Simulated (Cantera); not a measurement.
# Thermodynamics of titanium nitride, carbide and oxide coatings, feed Ti + C3H8 + H2

Charge: 1 mol Ti, 0.17 mol C3H8, a varied amount of H2, held at 3.30 mbar.

Method: chemical equilibrium by Gibbs-energy minimisation in Cantera with the NASA 1993 tables (ideal gas, pure condensed phases). Candidate condensed phases: C, C6H6, C7H8, C8H18, Ti, TiC; 77 gas species. Mutual solubility and eutectic melting of coexisting phases are not modelled. TiC: taken at fixed stoichiometry. Condensed phases not in the tables: N, O or C dissolved in the metal. Equilibrium is a limit: real reactors are often held back by kinetics, nucleation or transport.

Question: Map the stable condensed phases over T = 1448, 1498, 1548, 1598, 1648, 1698, 1748, 1798, 1848, 1898, 1948, 1998, 2048, 2098 K and n(H2) in mol = 60, 93, 130, 160, 190, 230, 260, 290, 330, 360, 390.

Answer: 
```
T in K \ n(H2) in mol
          60  93 130 160 190 230 260 290 330 360 390
   2098    A   A   A   A   A   A   A   A   A   A   A
   2048    B   A   A   A   A   A   A   A   A   A   A
   1998    B   B   B   B   A   A   A   A   A   A   A
   1948    B   B   B   B   B   B   B   B   A   A   A
   1898    B   B   B   B   B   B   B   B   B   B   B
   1848    B   B   B   B   B   B   B   B   B   B   B
   1798    B   B   B   B   B   B   B   B   B   B   B
   1748    B   B   B   B   B   B   B   B   B   B   B
   1698    B   B   B   B   B   B   B   B   B   B   B
   1648    B   B   B   B   B   B   B   B   B   B   B
   1598    B   B   B   B   B   B   B   B   B   B   B
   1548    B   B   B   B   B   B   B   B   B   B   B
   1498    B   B   B   B   B   B   B   B   B   B   B
   1448    B   B   B   B   B   B   B   B   B   B   B
```
A: TiC; B: Ti + TiC.
